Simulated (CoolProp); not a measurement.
The fluid at 283.01 K and 0.127 MPa expands adiabatically to 0.0238 MPa with isentropic efficiency 0.9. The same conditions are run with several fluids, on thermodynamics alone (safety and materials aside).

Model: reference Helmholtz-energy equation of state of each fluid (R236FA: Pan 2012; dry air: Lemmon 2000; isobutane: Bücker 2006; R227EA: Lemmon 2016; nitrous oxide: Lemmon 2006), in CoolProp. Blends and air are pseudo-pure fits.

| fluid | work (kJ/kg) | final temperature (K) | final density (kg/m³) |
|---|---|---|---|
| R236FA | 21.3 | 252.6 | 1.75 |
| dry air | 97.2 | 185.9 | 0.446 |
| isobutane | 54.9 | 243.9 | 0.690 |
| R227EA | 19.2 | 255.2 | 1.93 |
| nitrous oxide | 66.4 | 200.3 | 0.632 |
